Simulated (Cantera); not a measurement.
A perfectly stirred reactor is fed with 5.04 % CH4, 11.3 % O2, 83.6 % N2, at 315 Torr; it is adiabatic with a 625 K inlet, and is followed from long to short residence time, starting on the burning branch (τ in s: 0.037, 0.021, 0.012, 0.0072, 0.0042, 0.0024, 0.0014, 0.00081, 0.00047, 0.00027, 0.00016, 9.3e-05).

Detailed kinetics in Cantera: GRI-Mech 3.0 (53 species, 325 reactions).

Question: Predict: blow-out, bracketed by the residence times tried; x(CH4) at τ = 37.0 ms; x(O2) at τ = 37.0 ms; x(CO) at τ = 37.0 ms; x(HO2) at τ = 37.0 ms; x(NO) at τ = 37.0 ms; x(CH4) at τ = 1.40 ms; x(O2) at τ = 1.40 ms; x(CO) at τ = 1.40 ms; x(HO2) at τ = 1.40 ms; x(NO) at τ = 1.40 ms.

Answer: 
| Quantity | Result |
|---|---|
| blow-out, bracketed by the residence times tried | burning at 0.810 ms, out at 0.470 ms |
| x(CH4) at τ = 37.0 ms | 2.45e-5 |
| x(O2) at τ = 37.0 ms | 0.0149 |
| x(CO) at τ = 37.0 ms | 0.00384 |
| x(HO2) at τ = 37.0 ms | 1.62e-6 |
| x(NO) at τ = 37.0 ms | 3.82e-5 |
| x(CH4) at τ = 1.40 ms | 0.000344 |
| x(O2) at τ = 1.40 ms | 0.0221 |
| x(CO) at τ = 1.40 ms | 0.0131 |
| x(HO2) at τ = 1.40 ms | 5.60e-6 |
| x(NO) at τ = 1.40 ms | 1.28e-5 |
